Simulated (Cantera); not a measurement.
Input: 1 mol CO2, 0.14 mol SO2, 7.8 mol N2, at 2677 °C and 0.00133 bar.

These are equilibrium values from Cantera (NASA tables, ideal gas, pure condensed phases), not measurements of a reactor. Candidate condensed phases: C, S; 35 gas species. Equilibrium is a limit: real reactors are often held back by kinetics, nucleation or transport.

Base state: N2 0.766, O 0.115, CO 0.0979, S 0.0119, NO 0.00428, O2 0.00196, SO 0.00179, CO2 0.000574 (mole fractions); condensed: gas only.

Task: What changes in the equilibrium state with this change: 1.3 mol CH4 added?

Result: 
```json
[
 {"species": "N2", "before": "0.766", "after": "0.509"},
 {"species": "H", "before": "0", "after": "0.324"},
 {"species": "CO", "before": "0.0979", "after": "0.149"},
 {"species": "O", "before": "0.115", "after": "1.18e-6"},
 {"species": "S", "before": "0.0119", "after": "0.00817"},
 {"species": "H2", "before": "0", "after": "0.00768"},
 {"species": "O2", "before": "0.00196", "after": "<1e-9"}
]
```
Further candidate phases: C6H6, C7H8, C8H18, H2O, H2SO4.

Task: What changes in the equilibrium state with this change: N2 from 7.8 to 0.69 mol?

Result: 
```
species    before    after
-------  --------  -------
O           0.115    0.361
CO         0.0979    0.330
N2          0.766    0.228
O2        0.00196   0.0192
SO        0.00179   0.0146
S          0.0119   0.0310
SO2       5.68e-5  0.00145
CO2      0.000574  0.00607
S2        3.99e-6  2.70e-5
```
